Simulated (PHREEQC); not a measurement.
Consider water at 20 °C with 0.0035 mol K2CO3 and 0.00039 mol CO2 per kg of water. Closed to the air; pH follows from the charge balance.

Computed with PHREEQC (ion-association model, wateq4f.dat).

Precipitation was switched off in this run.

Q: Estimate the pH, ionic strength.

A: pH 10.64; ionic strength 0.00978 mol/kgw.

Q: In which forms is C present?

A: CO3-2 71 %, HCO3- 29 % of the C.

Species that the database lacks are ignored.
